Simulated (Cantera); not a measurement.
# Dilute partial oxidation

An isothermal, constant-pressure homogeneous reactor starts with 0.379 % CH₄, 0.739 % O₂, 90.1 % N₂, 8.74 % H₂, equivalence ratio 6.9, at 1275 K and 7500 Torr.

Detailed kinetics in Cantera: GRI-Mech 3.0 (53 species, 325 reactions).

```
t (s)       x CH₄      x O₂      x NO   x C₂H₆    x H₂O
--------  -------  --------  --------  -------  -------
0.000600  0.00321   0.00363  6.00e-10  1.39e-5  0.00702
0.00294   0.00284   0.00104  6.70e-10  6.98e-6   0.0119
0.0144    0.00273  0.000182  5.01e-10  3.34e-6   0.0135
0.0707    0.00272   2.47e-5  3.02e-10  2.06e-6   0.0138
0.346     0.00272   2.05e-6  1.14e-10  1.40e-6   0.0138
1.70      0.00276   1.93e-9  4.24e-12  8.68e-7   0.0138
8.32      0.00281    <1e-12    <1e-12  2.17e-7   0.0138
40.8      0.00281    <1e-12    <1e-12  1.24e-7   0.0138
200       0.00281    <1e-12    <1e-12  1.24e-7   0.0138
```
x: mole fraction; the columns are a selection and need not sum to one.

Equilibrium at this temperature and pressure: CH₄ 2.06e-6, O₂ <1e-12, NO 1.76e-12, C₂H₆ <1e-12, H₂O 0.0107 (gas phase only).
